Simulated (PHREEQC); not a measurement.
Solution (25 °C): 0.12 mol/kgw NaH2PO4, 0.049 mol/kgw NaOH and 4e-07 mol/kgw H4SiO4. Closed to the air; pH follows from the charge balance.

All values are PHREEQC results (ion-association model, phreeqc.dat), not measurements.

Each row changes one thing in this solution. No solid was allowed to form.

```csv
case,pH,ionic strength (mol/kgw),H2PO4- (mol/kgw),HPO4-2 (mol/kgw),NaHPO4- (mol/kgw),H3PO4 (mol/kgw),SI of Quartz (SiO2)
as made,6.60,0.209,0.0710,0.0448,0.00423,1.85e-6,-2.39
NaH2PO4 from 0.12 to 0.06 mol/kgw,7.46,0.152,0.0110,0.0459,0.00310,4.14e-8,…
diluted 5-fold with water,6.79,0.0430,0.0142,0.00950,0.000299,2.78e-7,…
H4SiO4 from 4e-07 to 8e-08 mol/kgw,6.60,0.209,0.0710,0.0448,0.00423,1.85e-6,…
H4SiO4 from 4e-07 to 2e-06 mol/kgw,6.60,0.209,0.0710,0.0448,0.00423,1.85e-6,…
temperature from 25 to 5 °C,6.67,0.209,0.0710,0.0446,0.00436,1.25e-6,…
```

Some entries are withheld; supply them.


- NaH2PO4 from 0.12 to 0.06 mol/kgw, SI of Quartz (SiO2): -2.40
- diluted 5-fold with water, SI of Quartz (SiO2): -3.11
- H4SiO4 from 4e-07 to 8e-08 mol/kgw, SI of Quartz (SiO2): -3.09
- H4SiO4 from 4e-07 to 2e-06 mol/kgw, SI of Quartz (SiO2): -1.69
- temperature from 25 to 5 °C, SI of Quartz (SiO2): -2.08

Away from 25 °C the constants follow the database's enthalpies or fits; those with neither stay at their 25 °C values.
